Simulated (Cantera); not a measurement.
Standard-state values (1 bar) from the NASA 1993 polynomials, evaluated with Cantera. Values are per mole of reaction as written; species without (g) are pure solids or liquids, kept so even where they would boil at 1 bar.

Problem. Between 1500 and 1750 K, where is each reaction favourable under standard conditions?
- 2 HBr(g) + Ca = 2 H(g) + CaBr2

Solution. 
- 2 HBr(g) + Ca = 2 H(g) + CaBr2: ΔG° is -105 kJ at 1500 K and -106 kJ at 1750 K; it stays negative (K > 1). ΔH° is -95 kJ and ΔS° 6 J/K at 1750 K.
